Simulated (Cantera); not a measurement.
**PbO + O2 + N2 (iron carbonyl, mercury and lead vapours)**

Charge: 1 mol PbO, 0.57 mol O2, 0.76 mol N2, held at 0.280 bar.

Equilibrium computed with Cantera from the NASA thermochemical tables; the gas is ideal and each condensed phase is pure. Candidate condensed phases: Pb, PbO, PbO2, Pb3O4; 12 gas species. Gases not in the tables: (PbO)n polymers. Kinetics and transport are ignored.

| T (°C) | log p N2 | log p O2 | log p PbO | log p Pb | log p NO | log p O | log p NO2 | n PbO(yellow) | n PbO(l) |
|---|---|---|---|---|---|---|---|---|---|
| 777 | -0.80 | -0.92 | -5.83 | -9.56 | -4.75 | -9.64 | -6.28 | 1.000 | 0 |
| 827 | -0.80 | -0.92 | -5.21 | -8.65 | -4.54 | -9.06 | -6.20 | 1.000 | 0 |
| 877 | -0.80 | -0.92 | -4.64 | -7.83 | -4.35 | -8.54 | -6.13 | 1.000 | 0 |
| 927 | -0.80 | -0.92 | -4.17 | -7.11 | -4.18 | -8.06 | -6.07 | 0 | 1.000 |
| 977 | -0.80 | -0.92 | -3.74 | -6.46 | -4.02 | -7.62 | -6.01 | 0 | 0.999 |
| 1027 | -0.80 | -0.92 | -3.35 | -5.87 | -3.87 | -7.21 | -5.96 | 0 | 0.998 |
| 1077 | -0.80 | -0.92 | -2.98 | -5.32 | -3.74 | -6.84 | -5.91 | 0 | 0.995 |
| 1127 | -0.80 | -0.92 | -2.65 | -4.81 | -3.61 | -6.49 | -5.86 | 0 | 0.989 |
| 1177 | -0.80 | -0.93 | -2.34 | -4.33 | -3.50 | -6.16 | -5.82 | 0 | 0.978 |
| 1227 | -0.81 | -0.94 | -2.05 | -3.89 | -3.39 | -5.86 | -5.79 | 0 | 0.956 |
| 1277 | -0.82 | -0.95 | -1.79 | -3.48 | -3.30 | -5.58 | -5.77 | 0 | 0.916 |
| 1327 | -0.85 | -0.97 | -1.54 | -3.08 | -3.23 | -5.32 | -5.77 | 0 | 0.842 |
log p: log10 of the partial pressure in bar; n: condensed amount in mol.

From 777 °C to 877 °C the condensed part is PbO(yellow). From 927 °C to 1327 °C the condensed part is PbO(l).
